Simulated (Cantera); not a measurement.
Feed: 1 mol NaI, 1.1 mol H2, at 75.0 Torr.

Cantera equilibrium calculation (NASA polynomials, part measured and part estimated; ideal gas, pure solids and liquids). Candidate condensed phases: I2, Na, NaI; 9 gas species. Gases not in the tables: NaBr and NaI dimers. Rates play no part.

log p: log10 of the partial pressure in bar; nothing condenses.

| T (°C) | log p H2 | log p NaI | log p Na | log p I |
|---|---|---|---|---|
| 1352 | -1.28 | -1.33 | -3.13 | -3.29 |
| 1427 | -1.29 | -1.34 | -2.93 | -3.06 |
| 1502 | -1.29 | -1.35 | -2.75 | -2.85 |
| 1577 | -1.29 | -1.36 | (withheld) | (withheld) |
| 1652 | -1.30 | -1.37 | (withheld) | (withheld) |
| 1727 | -1.31 | -1.40 | -2.29 | -2.34 |
| 1802 | -1.32 | -1.43 | -2.16 | -2.21 |

Some entries are withheld; supply them.


- 1577, log p Na: -2.58
- 1577, log p I: -2.66
- 1652, log p Na: -2.43
- 1652, log p I: -2.49
